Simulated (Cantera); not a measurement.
A closed system holds: 1 mol SiF4, 0.69 mol O3, 27 mol H2, held at 1825 K and 13300 Pa.

Equilibrium computed with Cantera from the NASA thermochemical tables; the gas is ideal and each condensed phase is pure. Candidate condensed phases: H2O, Si, SiO2; 38 gas species. The tables' values for SiF3, SiF2 are old estimates; treat these amounts as uncertain. The tables hold silica as quartz up to 1696 K and as liquid above; real silica turns to tridymite and cristobalite and melts near 1996 K. Kinetics and transport are ignored.

Base state: H2 0.857, HF 0.125, H2O 0.0115, SiF4 0.00280, SiO 0.00198, H 0.00112, SiF3 0.000638, SiHF3 6.41e-5 (mole fractions); condensed: SiO2(condensed).

**Question.** What changes in the equilibrium state with this change: SiF4 replaced by HMDSO?

**Answer.** 
```
species                 before     after
--------------------  --------  --------
H2                       0.857     0.920
CO                           0    0.0781
H                      0.00112   0.00116
HF                       0.125         0
H2O                     0.0115   2.42e-6
SiO                    0.00198  0.000466
SiF4                   0.00280         0
SiF3                  0.000638         0
C2H2 (acetylene)             0  0.000198
CH4                          0   8.00e-5
SiO2(condensed), mol     0.839         0
C(graphite), mol             0     0.948
SiC(s), mol                  0      1.98
```
The feed counts by its element totals alone. Further candidate phases: C, C6H6, C7H8, C8H18, SiC.
